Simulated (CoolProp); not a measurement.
Vapour-liquid equilibrium of trans-2-butene (1) + methanol (2) at 397.8 K; x and y are mole fractions of (1).

Model: multi-fluid Helmholtz-energy mixture model, Lemmon 2005 and de Reuck 1993; pair parameters Bell 2016, in CoolProp.

| x | bubble pressure, mixture model (MPa) | bubble pressure, Raoult's law (MPa) | y, mixture model | y, Raoult's law |
|---|---|---|---|---|
| 0.05 | 1.133 | 0.8118 | 0.349 | 0.147 |
| 0.125 | (withheld) | 0.9362 | (withheld) | 0.319 |
| 0.2 | 1.924 | 1.061 | 0.620 | 0.450 |
| 0.275 | (withheld) | 1.185 | 0.660 | 0.554 |
| 0.35 | 2.233 | 1.309 | 0.682 | 0.638 |
| 0.425 | 2.302 | 1.434 | 0.697 | 0.708 |
| 0.5 | 2.352 | 1.558 | (withheld) | 0.766 |
| 0.575 | 2.397 | 1.683 | 0.724 | 0.816 |
| 0.65 | 2.443 | 1.807 | 0.744 | 0.859 |
| 0.725 | 2.484 | 1.932 | 0.772 | 0.896 |
| 0.8 | 2.511 | 2.056 | 0.811 | 0.929 |
| 0.875 | (withheld) | 2.180 | 0.865 | 0.958 |
| 0.95 | (withheld) | 2.305 | 0.938 | 0.984 |

### Question
Some entries are withheld; supply them.

### Answer

- 0.125, bubble pressure, mixture model (MPa): 1.605
- 0.125, y, mixture model: 0.541
- 0.275, bubble pressure, mixture model (MPa): 2.120
- 0.5, y, mixture model: 0.709
- 0.875, bubble pressure, mixture model (MPa): 2.508
- 0.95, bubble pressure, mixture model (MPa): 2.458

The largest gap from Raoult's law is +81.3 % in bubble pressure, at x = 0.2. y crosses x between x = 0.8 and 0.875: the model has an azeotrope there.

The pair parameters rest on a limited set of measurements; away from them the model extrapolates. With so large a gap from Raoult's law the liquid may split in two, which this calculation doesn't test in full.
